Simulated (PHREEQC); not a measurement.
Model water analysis in mmol/kgw, 25 °C, pH 6.35, pe 9.3: Na 5.29e-05; K 0.00011; Ca 0.000313; Mg 0.000252; Cl 0.00084; S(6) 0.000163; Alkalinity (meq/kgw) 0.000124; F 2.68e-06; Cd 9.97e-06; B 2.32e-06; N(5) 6.42e-07.

Valence states are taken as typed.

Computed with PHREEQC (ion-association model, phreeqc.dat).

Precipitation was switched off in this run.

**Question.** Predict the ionic strength, charge-balance error.

**Answer.** ionic strength 2.49e-6 mol/kgw; charge-balance error 0.6 %.

**Question.** In which forms is C present?

**Answer.** CO2 50 %, HCO3- 50 % of the C.

Real BF4- forms and hydrolyses slowly; the run takes it at equilibrium.
